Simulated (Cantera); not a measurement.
Feed: 1 mol Si2H6, 4.7 mol N2O, 0.23 mol O3, held at 1150 K and 10000 Pa.

These are equilibrium values from Cantera (NASA tables, ideal gas, pure condensed phases), not measurements of a reactor. Candidate condensed phases: H2O, Si, SiO2, Si2N2O, Si3N4; 35 gas species. The feed counts by its element totals alone. The tables hold silica as quartz up to 1696 K and as liquid above; real silica turns to tridymite and cristobalite and melts near 1996 K. Equilibrium is a limit: real reactors are often held back by kinetics, nucleation or transport.

Base state: N2 0.610, H2 0.209, H2O 0.181 (mole fractions); condensed: SiO2(β-quartz).

Task: What changes in the equilibrium state with this change: Si2H6 replaced by SiH4?

Result: 
| species | before | after |
|---|---|---|
| N2 | 0.610 | 0.636 |
| H2O | 0.181 | 0.270 |
| O2 | <1e-9 | 0.0939 |
| H2 | 0.209 | 1.20e-8 |
| NO | <1e-9 | 7.89e-5 |
| SiO2(β-quartz), mol | 2.00 | 1.00 |
